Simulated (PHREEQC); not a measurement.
Solution (20 °C): 0.29 mol ZnSO4 per kg of water. Closed to the air; pH follows from the charge balance.

All values are PHREEQC results (ion-association model, wateq4f.dat), not measurements.

Each row changes one thing in this solution. Precipitation was switched off in this run.

```json
[
 {"case": "as made", "pH": "5.50", "ionic strength (mol/kgw)": "0.528", "Zn+2 (mol/kgw)": "0.132", "ZnOH+ (mol/kgw)": "1.06e-5", "Zn(OH)2 (mol/kgw)": "3.70e-8", "SI of Zincite(c) (ZnO)": "-1.89"},
 {"case": "ZnSO4 replaced by Zn(NO3)2 at the same molality", "pH": "5.17", "ionic strength (mol/kgw)": "0.870", "Zn+2 (mol/kgw)": "0.290", "ZnOH+ (mol/kgw)": "8.90e-6", "Zn(OH)2 (mol/kgw)": "1.40e-8", "SI of Zincite(c) (ZnO)": "?"},
 {"case": "ZnSO4 from 0.29 to 0.058 mol/kgw", "pH": "?", "ionic strength (mol/kgw)": "0.121", "Zn+2 (mol/kgw)": "0.0303", "ZnOH+ (mol/kgw)": "4.97e-6", "Zn(OH)2 (mol/kgw)": "2.80e-8", "SI of Zincite(c) (ZnO)": "-2.05"},
 {"case": "temperature from 20 to 90 °C", "pH": "4.88", "ionic strength (mol/kgw)": "0.511", "Zn+2 (mol/kgw)": "0.128", "ZnOH+ (mol/kgw)": "0.000178", "Zn(OH)2 (mol/kgw)": "?", "SI of Zincite(c) (ZnO)": "-0.10"},
 {"case": "ZnSO4 from 0.29 to 0.319 mol/kgw", "pH": "5.50", "ionic strength (mol/kgw)": "0.579", "Zn+2 (mol/kgw)": "0.145", "ZnOH+ (mol/kgw)": "1.10e-5", "Zn(OH)2 (mol/kgw)": "3.78e-8", "SI of Zincite(c) (ZnO)": "-1.88"}
]
```

Task: Complete the blanks.

Result: 
- ZnSO4 replaced by Zn(NO3)2 at the same molality, SI of Zincite(c) (ZnO): -2.27
- ZnSO4 from 0.29 to 0.058 mol/kgw, pH: 5.65
- temperature from 20 to 90 °C, Zn(OH)2 (mol/kgw): 1.66e-9

The ionic strength passes 0.7 mol/kgw, the rough limit of the ion-association models, in ZnSO4 replaced by Zn(NO3)2 at the same molality. Away from 25 °C the constants follow the database's enthalpies or fits; those with neither stay at their 25 °C values.
